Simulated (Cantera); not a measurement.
## Transport properties of process gases

Gas mixture: 20.6 % C2H4, 26.8 % C2H2, 43.4 % CH3OH, 9.21 % NH3, at 0.0227 atm, frozen composition.

Cantera's kinetic-theory transport with the Lennard-Jones parameters of GRI-Mech 3.0, ideal gas; thermal conductivity in the mixture-averaged form. Polar gases are described roughly by these parameters.

```
T (K)  ρ (kg/m³)  cp (J/kg/K)  μ (µPa s)  λ (mW/m/K)     Pr  D (cm²/s) NH3  D (cm²/s) O  D (cm²/s) OH
-----  ---------  -----------  ---------  ----------  -----  -------------  -----------  ------------
400       0.0195         1777       13.4        32.5  0.731           12.1         19.1          18.8
500       0.0156         2026       16.5        45.6  0.734           18.8         28.5          27.9
600       0.0130         2252       19.5        59.5  0.738           26.7         39.2          38.5
700       0.0112         2446       22.3        73.7  0.740           35.7         51.3          50.3
800      0.00976         2608       25.0        88.0  0.740           45.8         64.5          63.2
900      0.00868         2750       27.5         102  0.740           56.8         78.8          77.3
```
D: mixture-averaged diffusion coefficient of that species in the mixture.
